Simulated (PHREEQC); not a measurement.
Consider water at 25 °C with 0.0035 mol/kgw H2SO4, 5.9e-05 mol/kgw CaCl2 and 0.021 mol/kgw CuCl2. Closed to the air; pH follows from the charge balance.

Equilibrium calculation in PHREEQC: ion-association model, phreeqc.dat.

Each row changes one thing in this solution. No solid was allowed to form.

```json
[
 {"case": "as made", "pH": "2.26", "ionic strength (mol/kgw)": "0.0657", "Cu+2 (mol/kgw)": "0.0188", "SO4-2 (mol/kgw)": "0.00174", "CuSO4 (mol/kgw)": "0.00126", "CuCl+ (mol/kgw)": "0.000933", "SI of Gypsum (CaSO4:2H2O)": "-3.16"},
 {"case": "H2SO4 from 0.0035 to 0.0175 mol/kgw", "pH": "1.64", "ionic strength (mol/kgw)": "0.0850", "Cu+2 (mol/kgw)": "0.0166", "SO4-2 (mol/kgw)": "0.00657", "CuSO4 (mol/kgw)": "0.00360", "CuCl+ (mol/kgw)": "0.000772", "SI of Gypsum (CaSO4:2H2O)": "-2.71"},
 {"case": "H2SO4 from 0.0035 to 0.0007 mol/kgw", "pH": "2.93", "ionic strength (mol/kgw)": "0.0620", "Cu+2 (mol/kgw)": "0.0197", "SO4-2 (mol/kgw)": "0.000379", "CuSO4 (mol/kgw)": "0.000297", "CuCl+ (mol/kgw)": "0.000991", "SI of Gypsum (CaSO4:2H2O)": "___"},
 {"case": "temperature from 25 to 75 °C", "pH": "2.31", "ionic strength (mol/kgw)": "0.0569", "Cu+2 (mol/kgw)": "0.0148", "SO4-2 (mol/kgw)": "0.00136", "CuSO4 (mol/kgw)": "0.000966", "CuCl+ (mol/kgw)": "0.00515", "SI of Gypsum (CaSO4:2H2O)": "___"},
 {"case": "CuCl2 from 0.021 to 0.0042 mol/kgw", "pH": "2.26", "ionic strength (mol/kgw)": "0.0194", "Cu+2 (mol/kgw)": "0.00360", "SO4-2 (mol/kgw)": "0.00216", "CuSO4 (mol/kgw)": "0.000554", "CuCl+ (mol/kgw)": "4.90e-5", "SI of Gypsum (CaSO4:2H2O)": "-2.83"},
 {"case": "0.0097 mol/kgw HCl added", "pH": "1.88", "ionic strength (mol/kgw)": "0.0751", "Cu+2 (mol/kgw)": "0.0189", "SO4-2 (mol/kgw)": "0.00150", "CuSO4 (mol/kgw)": "0.00101", "CuCl+ (mol/kgw)": "0.00111", "SI of Gypsum (CaSO4:2H2O)": "-3.26"}
]
```

Task: Complete the blanks.

Result: 
- H2SO4 from 0.0035 to 0.0007 mol/kgw, SI of Gypsum (CaSO4:2H2O): -3.79
- temperature from 25 to 75 °C, SI of Gypsum (CaSO4:2H2O): -3.17

Complexes and solids missing from the database can't appear. At this temperature some constants are extrapolated from 25 °C, and those without enthalpy data are left unchanged.
